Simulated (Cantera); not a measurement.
Charge: 1 mol MgCO3, 0.069 mol H2, at 34000 Pa.

Method: chemical equilibrium by Gibbs-energy minimisation in Cantera with the NASA 1993 tables (ideal gas, pure condensed phases). Candidate condensed phases: C, C6H6, C7H8, C8H18, H2O, Mg, MgCO3, MgO, Mg(OH)2; 116 gas species. Equilibrium is a limit: real reactors are often held back by kinetics, nucleation or transport.

**Question.** Which condensed phases are stable at each of these points (T (K)): 648, 798, 948, 1098, 1248, 1398, 1548, 1698, 1848?

**Answer.** 
```tsv
T (K)	condensed phases	Mg condensed (%)
648	C(graphite) + MgO(s)	100.0
798	MgO(s)	100.0
948	MgO(s)	100.0
1098	MgO(s)	100.0
1248	MgO(s)	100.0
1398	MgO(s)	100.0
1548	MgO(s)	100.0
1698	MgO(s)	100.0
1848	MgO(s)	100.0
```

At 648 K the condensed part is C(graphite) + MgO(s). From 798 K to 1848 K the condensed part is MgO(s).
